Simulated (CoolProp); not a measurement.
A single-stage vapour-compression cycle with ethylene: evaporating at 204.15 K (dew point), condensing at 235.15 K (bubble point), superheat 10 K, subcooling 8 K, compressor efficiency 0.75, no pressure losses. Each further row changes one setting.

Model: reference Helmholtz-energy equation of state, Smukala 2000, in CoolProp.

```tsv
case	cooling COP	pressure ratio	discharge temperature (K)	refrigerating effect (kJ/kg)	volumetric capacity (kJ/m³)
as stated	4.19	2.86	287.1	378	3530
evaporating temperature 209.15 K	5.23	2.37	279.1	382	4270
condensing temperature 230.15 K	5.14	2.46	276.2	392	3650
subcooling 13 K	4.34	2.86	287.1	392	3650
superheat 20 K	4.10	2.86	299.0	393	3450
compressor efficiency 0.65	3.63	2.86	295.2	378	3530
```
